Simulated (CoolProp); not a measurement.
Dry air along the isobar 1.76 MPa: fugacity coefficient from the reference equation and from simpler models built on Tc = -140.6 °C, pc = 3.786 MPa, ω = 0.034; each cubic takes its own stable root.

The numbers come from the reference Helmholtz-energy equation of state, Lemmon 2000 in CoolProp. It is a pseudo-pure fit of the blend.

| T (°C) | phase | reference |
|---|---|---|
| -168.25 | liquid | 0.4351 |
| -137.65 | gas | 0.8568 |
| -106.95 | gas | 0.9243 |
| -76.35 | gas | 0.9572 |
| -45.65 | gas | 0.9755 |
| -15.05 | gas | 0.9863 |
| 15.65 | gas | 0.9931 |
| 46.35 | gas | 0.9975 |

Q: How far does each simpler model (Redlich-Kwong, Soave-Redlich-Kwong) lie from the reference over these 8 states: mean and median of the absolute difference, and the worst?

A: 
- Redlich-Kwong: mean 0.2 %, median 0.3 %, worst -0.3 % at -106.95 °C and 1.76 MPa
- Soave-Redlich-Kwong: mean 0.3 %, median 0.2 %, worst +0.9 % at -168.25 °C and 1.76 MPa
